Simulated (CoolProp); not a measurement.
Vapour-liquid equilibrium of cyclohexane (1) + benzene (2) at 0.012 MPa; x and y are mole fractions of (1).

Computed with CoolProp (multi-fluid Helmholtz-energy mixture model, Zhou 2014 and Thol 2012; pair parameters Bell 2016).

Problem. Give the bubble temperature and the first vapour's composition at x = 0.2, 0.65, 0.8. Is there an azeotrope?

Solution. x = 0.2: 294.8 K, y = 0.258; x = 0.65: 294.1 K, y = 0.617; x = 0.8: 294.7 K, y = 0.753. y crosses x between x = 0.5 and 0.65: the model has an azeotrope there.

The pair parameters rest on a limited set of measurements; away from them the model extrapolates.
